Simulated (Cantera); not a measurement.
A Cantera script and what it prints.

```python
import numpy as np
import cantera as ct

gas_names = """
    H HO2 H2 H2O H2O2 O OH O2 O3 Pb PbO Pb2
""".split()
cond_names = """
    H2O(s) H2O(L) Pb(cr) Pb(L) PbO(rd) PbO(yw) PbO(L) PbO2(s) Pb3O4(s)
""".split()


# ... load() reads the species with a 1 bar reference pressure and builds the phases ...
atoms = {
    'PbO': {'Pb': 1, 'O': 1},
    'H2': {'H': 2},
}
top_T = {'Pb3O4(s)': 820}  # K; cautious upper limits of use, not melting points


# ... equilibrate(T, P, feed) seeds the gas with the atoms and calls Mixture.equilibrate('TP', solver="vcs", rtol=1e-11, max_steps=5000) ...
results = []
feed = {'PbO': 1, 'H2': 12}  # mol
T = 450  # K
P = 101325  # Pa
mix = equilibrate(T, P, feed)
results.append((T, P, feed, dict(zip(mix.species_names, mix.species_moles))))
x = sorted(zip(gas.X, gas.species_names), reverse=True)
print(f"T = {T:g} K  P = {P:g} Pa  gas = {mix.phase_moles(0):.4g} mol")
print("   x: " + "  ".join(f"{s} {v:.3e}" for v, s in x if v > 0.001))
print("   condensed (mol): " + ("  ".join(f"{mix.phase(i).name} {mix.phase_moles(i):.4g}"
      for i in range(1, mix.n_phases) if mix.phase_moles(i) > 1e-12) or "none"))
```

Result:

```
T = 450 K  P = 101325 Pa  gas = 12 mol
   x: H2 9.167e-01  H2O 8.333e-02
   condensed (mol): Pb(cr) 1
```

These are equilibrium values from Cantera (NASA tables, ideal gas, pure condensed phases), not measurements of a reactor.
